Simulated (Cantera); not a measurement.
## Transport properties of process gases

Gas mixture: O2 : N2O = 0.72 : 0.48 (molar parts), at 20.0 Torr, frozen composition.

Cantera's kinetic-theory transport with the Lennard-Jones parameters of GRI-Mech 3.0, ideal gas; thermal conductivity in the mixture-averaged form. The composition is frozen, though it would react at the higher temperatures.

| T (K) | ρ (kg/m³) | cp (J/kg/K) | μ (µPa s) | λ (mW/m/K) | Pr | D (cm²/s) CH3 | D (cm²/s) C2H2 | D (cm²/s) CH4 |
|---|---|---|---|---|---|---|---|---|
| 400 | 0.0295 | 955.2 | 22.6 | 30.2 | 0.716 | 12.9 | 9.40 | 12.8 |
| 550 | 0.0215 | 1028 | 29.0 | 41.4 | 0.719 | 22.6 | 16.6 | 22.4 |
| 700 | 0.0169 | 1088 | 34.5 | 52.0 | 0.722 | 34.2 | 25.4 | 34.0 |
| 850 | 0.0139 | 1134 | 39.6 | 62.0 | 0.724 | 47.7 | 35.5 | 47.4 |
| 1000 | 0.0118 | 1169 | 44.3 | 71.3 | 0.726 | 62.8 | 46.8 | 62.4 |
| 1150 | 0.0103 | 1193 | 48.6 | 80.1 | 0.724 | 79.4 | 59.3 | 78.9 |
| 1300 | 0.00908 | 1214 | 52.8 | 88.5 | 0.724 | 97.5 | 72.9 | 96.9 |
D: mixture-averaged diffusion coefficient of that species in the mixture.
